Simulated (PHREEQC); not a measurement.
Solution (55 °C): 0.0029 mol/kgw Al(NO3)3. Closed to the air; pH follows from the charge balance.

Computed with PHREEQC (ion-association model, wateq4f.dat).

Question: The ionic strength comes out as 0.0167 mol/kgw. What activity coefficients do H+, NO3-, Al+3, Al(OH)2+, AlOH+2 get?

Answer: H+ 0.89, NO3- 0.87, Al+3 0.35, Al(OH)2+ 0.88, AlOH+2 0.59.

No solid was allowed to form. Examples of supersaturated solids here: Boehmite (slow to form), Gibbsite (slow to form). Others may be too. Away from 25 °C the constants follow the database's enthalpies or fits; those with neither stay at their 25 °C values.
